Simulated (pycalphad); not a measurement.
CALPHAD calculation (pycalphad, COST 507 light-alloy database (1999)), 1 atm. The data set is of 1999 and partly superseded. Phase fractions are per mole of atoms. Diffusion is slow at the low end, where real alloys seldom reach equilibrium.

Q: Give the equilibrium state of Ti-0.27Hf-5.24B (at.%) at 1017 °C.

A: BCC_A2, fraction 0.898, with 0.30 Hf, 0.15 B at.%; BM, fraction 0.102, with 0.02 Hf, 50.0 B at.%.

Q: Give the equilibrium state of Ti-0.27Hf-5.24B (at.%) at 417 °C.

A: HCP_A3, fraction 0.896, with 0.30 Hf, 0.03 B at.%; BM, fraction 0.104, with 0.01 Hf, 50.0 B at.%.

Database names, with the compositions (at.%) that they take in these runs: BM: Ti 50 B 50. BCC_A2 is bcc; HCP_A3 is hcp.
